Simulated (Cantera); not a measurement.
## Adiabatic ignition

An adiabatic, constant-pressure homogeneous reactor starts with 21.0 % CO, 2.94 % H2, 2.52 % CH4, 15.4 % O2, 58.1 % N2, equivalence ratio 1.1, at 1175 K and 9.87 atm.

Model: GRI-Mech 3.0 (53 species, 325 reactions), integrated in Cantera.

| t (s) | T (K) | x CO | x H2 | x CH4 | x HCN | x HO2 | x NO | x CO2 |
|---|---|---|---|---|---|---|---|---|
| 1.00e-6 | 1175 | 0.210 | 0.0294 | 0.0252 | <1e-12 | 1.04e-8 | <1e-12 | 1.54e-8 |
| 2.51e-6 | 1175 | 0.210 | 0.0294 | 0.0252 | <1e-12 | 3.61e-8 | <1e-12 | 4.90e-8 |
| 6.31e-6 | 1175 | 0.210 | 0.0294 | 0.0252 | <1e-12 | 1.17e-7 | <1e-12 | 1.78e-7 |
| 1.58e-5 | 1175 | 0.210 | 0.0294 | 0.0252 | <1e-12 | 4.46e-7 | <1e-12 | 9.09e-7 |
| 3.98e-5 | 1175 | 0.210 | 0.0294 | 0.0252 | <1e-12 | 3.27e-6 | <1e-12 | 9.50e-6 |
| 0.000100 | 1189 | 0.209 | 0.0288 | 0.0246 | <1e-12 | 0.000114 | 1.52e-11 | 0.000836 |
| 0.000251 | 2838 | 0.0749 | 0.00449 | <1e-12 | 2.32e-9 | 7.78e-6 | 0.00211 | 0.180 |
| 0.000631 | 2826 | 0.0755 | 0.00457 | <1e-12 | 4.39e-9 | 6.94e-6 | 0.00752 | 0.179 |
| 0.00158 | 2822 | 0.0757 | 0.00460 | <1e-12 | 5.04e-9 | 6.68e-6 | 0.00924 | 0.179 |
| 0.00398 | 2822 | 0.0757 | 0.00460 | <1e-12 | 5.06e-9 | 6.68e-6 | 0.00928 | 0.179 |
| 0.0100 | 2822 | 0.0757 | 0.00460 | <1e-12 | 5.06e-9 | 6.68e-6 | 0.00928 | 0.179 |
| 0.0251 | 2822 | 0.0757 | 0.00460 | <1e-12 | 5.06e-9 | 6.68e-6 | 0.00928 | 0.179 |
| 0.0631 | 2822 | 0.0757 | 0.00460 | <1e-12 | 5.06e-9 | 6.68e-6 | 0.00928 | 0.179 |
| 0.158 | 2822 | 0.0757 | 0.00460 | <1e-12 | 5.06e-9 | 6.68e-6 | 0.00928 | 0.179 |
| 0.398 | 2822 | 0.0757 | 0.00460 | <1e-12 | 5.06e-9 | 6.68e-6 | 0.00928 | 0.179 |
| 1.00 | 2822 | 0.0757 | 0.00460 | <1e-12 | 5.06e-9 | 6.68e-6 | 0.00928 | 0.179 |
x: mole fraction; the columns are a selection and need not sum to one.

- time of steepest temperature rise: 0.173 ms
- temperature at 1.00 s: 2822 K
- equilibrium temperature: 2822 K
- x(CO) at 1.00 s: 0.0757 (gas-phase equilibrium 0.0757)
- x(H2) at 1.00 s: 0.00460 (gas-phase equilibrium 0.00460)
- x(CH4) at 1.00 s: <1e-12 (gas-phase equilibrium <1e-12)
